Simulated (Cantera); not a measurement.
Feed: 1 mol SiH₂Cl₂, 3.8 mol NH₃, 1.7 mol H₂, equilibrated at 78000 Pa.

Equilibrium computed with Cantera from the NASA thermochemical tables; the gas is ideal and each condensed phase is pure. Candidate condensed phases: NH₄Cl, Si, Si₃N₄; 28 gas species. The tables' values for SiCl₃, SiCl are old estimates; treat these amounts as uncertain. Kinetics and transport are ignored.

Problem. At 1550 °C, list the 4 most abundant gas species with their mole fractions, and the condensed phases.

Solution. H₂ 0.709, HCl 0.139, N₂ 0.129, SiCl₂ 0.0206. Condensed: Si₃N₄(s).
